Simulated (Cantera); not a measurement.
Feed: 1 mol Cu2O, 140 mol H2, 19 mol N2, held at 0.100 bar.

Method: chemical equilibrium by Gibbs-energy minimisation in Cantera with the NASA 1993 tables (ideal gas, pure condensed phases). Candidate condensed phases: Cu, CuO, Cu(OH)2, Cu2O, H2O; 27 gas species. Equilibrium is a limit: real reactors are often held back by kinetics, nucleation or transport.

### Question
What share of the Cu ends up in condensed phases as a function of T (K), at 873, 973, 1073, 1173, 1273, 1373, 1473, 1573, 1673, 1773, 1873, 1973, 2073?

### Answer
```json
[
 {"T (K)": "873", "Cu condensed (%)": "100.0", "as": "Cu(s)"},
 {"T (K)": "973", "Cu condensed (%)": "100.0", "as": "Cu(s)"},
 {"T (K)": "1073", "Cu condensed (%)": "100.0", "as": "Cu(s)"},
 {"T (K)": "1173", "Cu condensed (%)": "100.0", "as": "Cu(s)"},
 {"T (K)": "1273", "Cu condensed (%)": "100.0", "as": "Cu(s)"},
 {"T (K)": "1373", "Cu condensed (%)": "99.9", "as": "Cu(l)"},
 {"T (K)": "1473", "Cu condensed (%)": "99.6", "as": "Cu(l)"},
 {"T (K)": "1573", "Cu condensed (%)": "97.9", "as": "Cu(l)"},
 {"T (K)": "1673", "Cu condensed (%)": "91.1", "as": "Cu(l)"},
 {"T (K)": "1773", "Cu condensed (%)": "68.4", "as": "Cu(l)"},
 {"T (K)": "1873", "Cu condensed (%)": "1.4", "as": "Cu(l)"},
 {"T (K)": "1973", "Cu condensed (%)": "0.0", "as": "-"},
 {"T (K)": "2073", "Cu condensed (%)": "0.0", "as": "-"}
]
```
